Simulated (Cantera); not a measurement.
Charge: 1 mol Si, 1.1 mol Cl2, 17 mol H2, held at 4.10 bar.

Equilibrium computed with Cantera from the NASA thermochemical tables; the gas is ideal and each condensed phase is pure. Candidate condensed phases: Si; 19 gas species. The tables' values for SiCl3 are old estimates; treat these amounts as uncertain. Rates play no part.

At 1375 K, list the 5 most abundant gas species with their mole fractions, and the condensed phases.

H2 0.930, HCl 0.0420, SiHCl3 0.00997, SiCl4 0.00706, SiCl2 0.00547. Condensed: Si(s).
